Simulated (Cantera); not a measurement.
An isothermal, constant-pressure homogeneous reactor starts with H2 : O2 = 0.0057 : 1 (molar parts), equivalence ratio 0.0029, at 1348 K and 1100 Pa.

Model: the H2/O2 subset of GRI-Mech 3.0, which has no nitrogen chemistry, integrated in Cantera. Radical loss at walls, strong at low pressure, is not modelled.

x: mole fraction; the columns are a selection and need not sum to one.

```
t (s)        x H2   x O2      x OH    x HO2    x H2O2       x O
--------  -------  -----  --------  -------  --------  --------
0.000200  0.00567  0.994   9.29e-9  1.03e-8  1.21e-12   9.74e-9
0.000406  0.00567  0.994   2.31e-8  2.09e-8  4.87e-12   2.53e-8
0.000825  0.00567  0.994   6.54e-8  4.24e-8  1.91e-11   7.55e-8
0.00168   0.00567  0.994   2.74e-7  8.61e-8  7.10e-11   3.32e-7
0.00340   0.00566  0.994   3.14e-6  1.76e-7  2.43e-10   3.88e-6
0.00691   0.00507  0.994  0.000310  3.55e-7         ?  0.000406
0.0140    6.13e-5  0.989  0.000826  2.79e-7         ?   0.00495
0.0285    1.30e-5  0.989  0.000674  2.36e-7   5.56e-9   0.00502
0.0579    1.26e-5  0.989  0.000664  2.32e-7   5.51e-9   0.00486
0.118     1.19e-5  0.989  0.000644  2.25e-7   5.41e-9   0.00456
0.239     1.06e-5  0.990  0.000607  2.11e-7   5.21e-9   0.00403
0.485     8.46e-6  0.991  0.000544  1.87e-7   4.83e-9   0.00320
0.985     5.73e-6  0.992  0.000448  1.50e-7         ?   0.00215
2.00      3.10e-6  0.993  0.000330  1.05e-7         ?   0.00115
```

Problem. What belongs in the gaps?

Solution. 
- 0.00691, x H2O2: 1.85e-9
- 0.0140, x H2O2: 7.81e-9
- 0.985, x H2O2: 4.16e-9
- 2.00, x H2O2: 3.15e-9
